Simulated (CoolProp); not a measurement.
A simple Rankine cycle with R1336mzz(E): condensing at 328.15 K, boiler at 1.77 MPa, turbine inlet 383.1 K, turbine efficiency 0.8, pump efficiency 0.7, no recuperator. Each further row changes one setting.

The numbers come from the reference Helmholtz-energy equation of state, Akasaka 2023 in CoolProp.

```csv
case,thermal efficiency (%),net work (kJ/kg),heat in (kJ/kg),turbine exit temperature (K),volume ratio over the turbine
as stated,8.3,12.7,153,343.5,4.49
turbine inlet 403.1 K,8.3,(withheld),(withheld),(withheld),4.07
condensing temperature 320.15 K,(withheld),15.3,(withheld),338.4,5.72
boiler pressure 1.24 MPa,6.4,10.6,166,359.0,2.72
turbine efficiency 0.7,(withheld),10.9,153,345.4,(withheld)
```

Task: What belongs in the gaps?

Result: 
- turbine inlet 403.1 K, net work (kJ/kg): 14.7
- turbine inlet 403.1 K, heat in (kJ/kg): 178
- turbine inlet 403.1 K, turbine exit temperature (K): 367.5
- condensing temperature 320.15 K, thermal efficiency (%): 9.4
- condensing temperature 320.15 K, heat in (kJ/kg): 164
- turbine efficiency 0.7, thermal efficiency (%): 7.1
- turbine efficiency 0.7, volume ratio over the turbine: 4.53
